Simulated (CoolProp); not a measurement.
A single-stage vapour-compression cycle with propylene: evaporating at 204.15 K (dew point), condensing at 229.15 K (bubble point), superheat 10 K, subcooling 5 K, compressor efficiency 0.6, no pressure losses. Each further row changes one setting.

Model: reference Helmholtz-energy equation of state, Lemmon 2013, in CoolProp.

| case | cooling COP | pressure ratio | discharge temperature (K) | refrigerating effect (kJ/kg) | volumetric capacity (kJ/m³) |
|---|---|---|---|---|---|
| as stated | 4.51 | 3.49 | 285.6 | 431 | 352 |
| evaporating temperature 209.15 K | 5.89 | 2.65 | ___ | 437 | 462 |
| condensing temperature 224.15 K | ___ | ___ | 272.7 | 442 | 361 |
| subcooling 10 K | 4.62 | 3.49 | 285.6 | 442 | 361 |
| superheat 20 K | 4.44 | 3.49 | ___ | 444 | 346 |
| compressor efficiency 0.5 | ___ | 3.49 | 298.0 | 431 | 352 |

Fill in the missing entries.


- evaporating temperature 209.15 K, discharge temperature (K): 275.1
- condensing temperature 224.15 K, cooling COP: 5.73
- condensing temperature 224.15 K, pressure ratio: 2.79
- superheat 20 K, discharge temperature (K): 296.8
- compressor efficiency 0.5, cooling COP: 3.76
